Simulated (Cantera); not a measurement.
Cantera run:

```python
import numpy as np
import cantera as ct

gas_names = """
    B BH BH2 BH3 BN BO BO2 B2 B2O B2O2 B2O3 B3O3H3 H HBO HBO2 HNO HNO2 HNO3 HO2 H2 H2O H2O2 H3B3O6 N NH
    NH2 NH3 NH2OH NO NO2 NO3 N2 N2H2 N2H4 N2O O OH O2 O3
""".split()
cond_names = """
    B(b) B(L) BN(s) B2O3(L) B3O3H3(cr) H2O(s) H2O(L)
""".split()


# ... load() reads the species with a 1 bar reference pressure and builds the phases ...
atoms = {
    'B2H6': {'B': 2, 'H': 6},
    'H2O': {'H': 2, 'O': 1},
    'N2': {'N': 2},
}
top_T = {'BN(s)': 3200}  # K; cautious upper limits of use, not melting points


# ... equilibrate(T, P, feed) seeds the gas with the atoms and calls Mixture.equilibrate('TP', solver="vcs", rtol=1e-11, max_steps=5000) ...
results = []
feed = {'B2H6': 1, 'H2O': 1.9, 'N2': 30}  # mol
P = 150  # Pa
for T in [1600, 1700, 1800, 1900, 2000, 2100, 2200, 2300, 2400]:
    mix = equilibrate(T, P, feed)
    results.append((T, P, feed, dict(zip(mix.species_names, mix.species_moles))))

top = {s: max(r[3][s] / sum(r[3][g] for g in gas_names) for r in results) for s in gas_names}
cols = sorted((s for s in top if top[s] > 1e-06), key=lambda s: -top[s])[:7]
seen = [c for c in cond_names if any(r[3].get(c, 0) > 1e-12 for r in results)]
print("log10 of partial pressures in bar; condensed amounts in mol")
print(f"{'T/K':>10s}" + "".join(f"{s[:9]:>10s}" for s in cols + seen))
for T, P, feed, n in results:
    ng = sum(n[g] for g in gas_names)
    print(f"{T:10.4g}" + "".join(f"{np.log10(max(n[s] / ng * P / 1e5, 1e-99)):10.3f}" for s in cols)
          + "".join(f"{n.get(c, 0):10.4g}" for c in seen))
```

Result:

```
log10 of partial pressures in bar; condensed amounts in mol
       T/K        N2        H2         H        BO       HBO      B2O3      B2O2     BN(s)
      1600    -2.899    -3.702    -6.116    -5.952    -4.894    -4.803    -5.324    0.5904
      1700    -2.901    -3.713    -5.688    -5.346    -4.672    -5.030    -4.966     0.377
      1800    -2.903    -3.725    -5.309    -4.903    -4.570    -5.513    -4.836    0.1917
      1900    -2.907    -3.735    -4.968    -4.601    -4.573    -6.226    -4.908    0.1176
      2000    -2.910    -3.747    -4.662    -4.402    -4.648    -7.081    -5.114   0.09682
      2100    -2.915    -3.769    -4.391    -4.282    -4.782    -8.033    -5.421   0.07232
      2200    -2.922    -3.810    -4.154    -4.219    -4.959    -8.904    -5.791         0
      2300    -2.929    -3.876    -3.952    -4.182    -5.156    -9.162    -6.170         0
      2400    -2.937    -3.979    -3.788    -4.167    -5.375    -9.392    -6.551         0
```

Equilibrium computed with Cantera from the NASA thermochemical tables; the gas is ideal and each condensed phase is pure. The feed counts by its element totals alone. The tables' values for BH2 are old estimates; treat these amounts as uncertain.
